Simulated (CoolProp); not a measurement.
Vapour-liquid equilibrium of p-xylene (1) + n-undecane (2) at 0.014 MPa; x and y are mole fractions of (1).

The numbers come from the multi-fluid Helmholtz-energy mixture model, Zhou 2012 and Aleksandrov 2011; pair parameters Bell 2016 in CoolProp.

```csv
x,"bubble temperature, mixture model (K)","bubble temperature, Raoult's law (K)","y, mixture model","y, Raoult's law"
0.05,396.7,396.3,0.224,0.237
0.15,387.2,386.6,0.515,0.530
0.25,379.6,379.0,0.684,0.696
0.35,373.5,372.9,0.789,0.797
0.45,368.3,367.9,0.858,0.862
0.55,364.0,363.7,0.905,0.907
0.65,360.2,360.0,0.938,0.939
0.75,357.0,356.8,0.962,0.963
0.85,354.1,354.0,0.980,0.981
0.95,351.5,351.5,0.994,0.994
```

The largest gap from Raoult's law is +0.6 K in bubble temperature, at x = 0.25. No azeotrope shows between x = 0.05 and 0.95.

Pair parameters are fitted to limited data, so mixtures are less certain than the pure fluids.
